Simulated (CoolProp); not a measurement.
Carbon dioxide along the isobar 2.27 MPa: fugacity coefficient from the reference equation and from simpler models built on Tc = 304.1 K, pc = 7.377 MPa, ω = 0.224; each cubic takes its own stable root.

Computed with CoolProp (reference Helmholtz-energy equation of state, Span 1996).

```
T (K)  phase  reference  van der Waals  Peng-Robinson
-----  -----  ---------  -------------  -------------
280.7    gas     0.8643         0.8897         0.8557
287.9    gas     0.8753         0.8963         0.8662
295      gas     0.8851         0.9022         0.8756
302.2    gas     0.8939         0.9078         0.8844
309.4    gas     0.9019         0.9129         0.8925
316.5    gas     0.9091         0.9176         0.8998
323.7    gas        [?]         0.9221         0.9066
330.9    gas     0.9217         0.9262         0.9129
338      gas     0.9271         0.9300         0.9186
345.2    gas     0.9322         0.9336         0.9240
352.4    gas     0.9368         0.9370         0.9290
359.5    gas        [?]         0.9401         0.9336
366.7    gas     0.9449         0.9431         0.9379
373.9    gas     0.9486            [?]            [?]
381      gas        [?]         0.9484            [?]
388.2    gas     0.9550         0.9509         0.9490
```

### Question
Some entries are withheld; supply them.

### Answer

- 323.7, reference: 0.9157
- 359.5, reference: 0.9410
- 373.9, van der Waals: 0.9459
- 373.9, Peng-Robinson: 0.9419
- 381, reference: 0.9519
- 381, Peng-Robinson: 0.9455
